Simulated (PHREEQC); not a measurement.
0.021 g of hydrous ferric oxide (600 m²/g; 0.2 weak and 0.005 strong sites per Fe, Dzombak-Morel constants, diffuse double layer) in 1 kg of water with 0.3 mol/kgw of an inert sodium salt and 0.019 mmol/kgw Na2HAsO4, at 25 °C; the pH is set by adding NaOH or the inert anion's acid. Oxygen is held at 0.21 atm. No CO2 enters from the air. No solid was allowed to form.

The series has 17 steps of pH, from 4 to 10.

Computed with PHREEQC (ion-association model, wateq4f.dat).

Q: Near which pH is half of the As sorbed, and on which side is more sorbed?

A: Near pH 8.3, with more sorbed at lower pH.

Q: At which pH does the surface charge pass through zero?

A: Near pH 7.0.
